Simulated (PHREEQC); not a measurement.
Spent oxide etchant: an equilibrium model

Dissolve 0.0012 mol NH4HF2, 0.00035 mol H2SiF6 and 0.00012 mol HBF4 per kg of water at 26 °C. Closed to the air; pH follows from the charge balance.

The numbers come from PHREEQC with the ion-association model, phreeqc.dat.

| Property | Result |
|---|---|
| pH | 3.09 |
| ionic strength | 0.00234 mol/kgw |
| total alkalinity | -3.78 meq/kg |

```json
[
 {"species": "HF", "molality": "0.00167", "activity": "0.00167", "log γ": "0.000"},
 {"species": "F-", "molality": "0.00143", "activity": "0.00135", "log γ": "-0.023"},
 {"species": "NH4+", "molality": "0.00120", "activity": "0.00114", "log γ": "-0.024"},
 {"species": "H+", "molality": "0.000851", "activity": "0.000809", "log γ": "-0.022"},
 {"species": "SiF6-2", "molality": "0.000286", "activity": "0.000232", "log γ": "-0.092"},
 {"species": "H3BO3", "molality": "7.99e-5", "activity": "8.00e-5", "log γ": "0.000"},
 {"species": "H4SiO4", "molality": "6.36e-5", "activity": "6.37e-5", "log γ": "0.000"},
 {"species": "BF4-", "molality": "2.83e-5", "activity": "2.68e-5", "log γ": "-0.023"},
 {"species": "HF2-", "molality": "9.23e-6", "activity": "8.75e-6", "log γ": "-0.023"},
 {"species": "BF3OH-", "molality": "6.35e-6", "activity": "6.02e-6", "log γ": "-0.023"},
 {"species": "BF2(OH)2-", "molality": "5.38e-6", "activity": "5.10e-6", "log γ": "-0.023"},
 {"species": "BF(OH)3-", "molality": "4.59e-8", "activity": "4.35e-8", "log γ": "-0.023"}
]
```

No solid was allowed to form. Complexes and solids missing from the database can't appear. SiF6-2 is the database's only silicon fluoride. Real BF4- forms and hydrolyses slowly; the run takes it at equilibrium.
